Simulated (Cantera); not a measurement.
Input: 1 mol Si3N4, 29 mol HCl, 59 mol N2, equilibrated at 1650 K and 0.0120 Torr.

Equilibrium computed with Cantera from the NASA thermochemical tables; the gas is ideal and each condensed phase is pure. Candidate condensed phases: NH4Cl, Si, Si3N4; 28 gas species. The tables' values for SiCl3, SiCl are old estimates; treat these amounts as uncertain. Kinetics and transport are ignored.

Base state: N2 0.669, HCl 0.232, H2 0.0408, SiCl2 0.0325, Cl 0.0205, H 0.00458, SiCl3 0.000155, SiCl 0.000122 (mole fractions); condensed: gas only.

Task: What changes in the equilibrium state with this change: temperature from 1650 K to 1750 K?

Result: 
```
species    before     after
-------  --------  --------
N2          0.669     0.658
HCl         0.232     0.207
H2         0.0408    0.0465
Cl         0.0205    0.0431
H         0.00458    0.0125
SiCl2      0.0325    0.0309
Si       0.000116  0.000945
SiCl     0.000122  0.000427
SiCl3    0.000155   7.52e-5
```
The tables' values for SiCl, SiCl3 are old estimates; treat these amounts as uncertain.
